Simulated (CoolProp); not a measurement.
Vapour-liquid equilibrium of ethylene (1) + ethane (2) at 1.79 MPa; x and y are mole fractions of (1).

Model: multi-fluid Helmholtz-energy mixture model, Smukala 2000 and Bücker 2006; pair parameters Bell 2016, in CoolProp.

```tsv
x	bubble temperature, mixture model (K)	bubble temperature, Raoult's law (K)	y, mixture model	y, Raoult's law
0.05	?	260.3	0.077	0.084
0.125	?	258.3	0.182	0.201
0.2	255.9	256.3	0.278	0.306
0.275	254.1	254.5	0.366	0.402
0.35	252.4	252.8	0.448	0.489
0.425	?	251.1	0.524	0.569
0.5	249.3	249.5	0.597	0.642
0.575	247.8	248.0	0.666	0.709
0.65	246.4	246.5	0.732	0.770
0.725	245.1	245.1	0.794	0.827
0.8	243.7	243.7	0.854	0.879
0.875	242.4	242.4	0.911	0.927
0.95	241.2	241.1	0.966	0.972
```

Problem. What belongs in the gaps?

Solution. 
- 0.05, bubble temperature, mixture model (K): 260.1
- 0.125, bubble temperature, mixture model (K): 257.9
- 0.425, bubble temperature, mixture model (K): 250.8

The largest gap from Raoult's law is -0.4 K in bubble temperature, at x = 0.275. No azeotrope shows between x = 0.05 and 0.95.

Pair parameters are fitted to limited data, so mixtures are less certain than the pure fluids.
